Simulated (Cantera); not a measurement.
C2H6 + H2 + O2 (carbon deposition, reforming and gasification)

Feed: 1 mol C2H6, 46 mol H2, 1.1 mol O2, equilibrated at 873 K.

Method: chemical equilibrium by Gibbs-energy minimisation in Cantera with the NASA 1993 tables (ideal gas, pure condensed phases). Candidate condensed phases: C, C6H6, C7H8, C8H18, H2O; 110 gas species. The ideal-gas law is rough above about 30 bar. Equilibrium is a limit: real reactors are often held back by kinetics, nucleation or transport.

From 10.0 Pa to 1.00e7 Pa nothing is condensed. The main C-bearing gas is CO at 10.0 Pa and CH4 at 1.00e7 Pa.

```json
[
 {"P (Pa)": "10", "log p H2": "-4.02", "log p H2O": "-6.45", "log p CH4": "-10.74", "log p CO": "-5.41", "log p CO2": "-7.42", "log p C2H6": "<-16", "log p C2H4": "<-16", "log p H": "-12.34"},
 {"P (Pa)": "160", "log p H2": "-2.81", "log p H2O": "-5.24", "log p CH4": "-7.13", "log p CO": "-4.21", "log p CO2": "-6.21", "log p C2H6": "<-14", "log p C2H4": "-14.46", "log p H": "-11.74"},
 {"P (Pa)": "2500", "log p H2": "-1.62", "log p H2O": "-3.71", "log p CH4": "-3.94", "log p CO": "-3.07", "log p CO2": "-4.73", "log p C2H6": "-10.57", "log p C2H4": "-10.47", "log p H": "-11.14"},
 {"P (Pa)": "40000", "log p H2": "-0.43", "log p H2O": "-1.81", "log p CH4": "-1.85", "log p CO": "-2.63", "log p CO2": "-3.58", "log p C2H6": "-7.57", "log p C2H4": "-8.65", "log p H": "-10.55"},
 {"P (Pa)": "630000", "log p H2": "0.76", "log p H2O": "-0.53", "log p CH4": "-0.57", "log p CO": "-3.66", "log p CO2": "-4.52", "log p C2H6": "-6.21", "log p C2H4": "-8.49", "log p H": "-9.95"},
 {"P (Pa)": "10000000", "log p H2": "1.96", "log p H2O": "0.67", "log p CH4": "0.63", "log p CO": "-4.86", "log p CO2": "-5.72", "log p C2H6": "-5.01", "log p C2H4": "-8.49", "log p H": "-9.35"}
]
```
log p: log10 of the partial pressure in bar; nothing condenses.
